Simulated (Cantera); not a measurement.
An isothermal, constant-pressure homogeneous reactor starts with 98.3 % N₂O, 0.492 % H₂O, 1.18 % N₂, at 1448 K and 13300 Pa.

Cantera simulation using GRI-Mech 3.0 (53 species, 325 reactions); the numbers are that mechanism's predictions, not measurements. GRI-Mech 3.0 was tuned for natural gas; its chemistry of N2O as a main component is partial and can be far from experiment. The temperature is held fixed by assumption; the heat of reaction is taken as removed at once.

One state of this run: x N₂O = 0.929; x H₂O = 0.00480; x NO₂ = 0.000226; x H = 4.72e-8; x OH = 5.54e-5; x O = 4.17e-5. x: mole fraction; the columns are a selection and need not sum to one.

Question: Which value of t (s) does it belong to?
A) 0.000288
B) 0.0974
C) 0.00296
D) 0.00949

Answer: D, 0.00949
